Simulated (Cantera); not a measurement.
## Fluorocarbon and chlorocarbon gases: c-C4F8 + H2

Input: 1 mol c-C4F8, 0.14 mol H2, held at 1175 K and 0.360 bar.

Equilibrium computed with Cantera from the NASA thermochemical tables; the gas is ideal and each condensed phase is pure. Candidate condensed phases: C, C6H6, C7H8, C8H18; 95 gas species. The feed counts by its element totals alone. Gases not in the tables: C2F6 and larger saturated fluorocarbons. The numbers say what is thermodynamically allowed, not how fast it happens.

| Quantity | Value |
|---|---|
| x(CF4) | 0.873 |
| x(HF) | 0.127 |
| x(CHF3) | 1.21e-6 |
| n(C(graphite)) | 2.07 mol |
| gas amount | 2.210 mol |
